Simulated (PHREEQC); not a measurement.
Dissolve 8.9 mmol/kgw HF, 0.049 mmol/kgw CsF and 25 mmol/kgw H3PO4 at 20 °C. Closed to the air; pH follows from the charge balance.

Computed with PHREEQC (ion-association model, wateq4f.dat).

```json
[
 {"quantity": "pH", "before": "1.98", "after": "1.89"},
 {"quantity": "ionic strength (mol/kgw)", "before": "0.0115", "after": "0.0144"},
 {"quantity": "H3PO4 (mol/kgw)", "before": "0.0141", "after": "0.0154"},
 {"quantity": "H2PO4- (mol/kgw)", "before": "0.0109", "after": "0.00965"},
 {"quantity": "HF (mol/kgw)", "before": "0.00790", "after": "0.0605"},
 {"quantity": "F- (mol/kgw)", "before": "0.000619", "after": "0.00387"}
]
```

Question: What was changed between the two runs?
(A) HF from 0.0089 to 0.00089 mol/kgw
(B) HF from 0.0089 to 0.089 mol/kgw
(C) H3PO4 from 0.025 to 0.25 mol/kgw
(D) temperature from 20 to 80 °C
(E) HF left out

Answer: B, HF from 0.0089 to 0.089 mol/kgw

Precipitation was switched off in this run. H3PO4, which wateq4f.dat lacks, is added to it with the constant of phreeqc.dat.
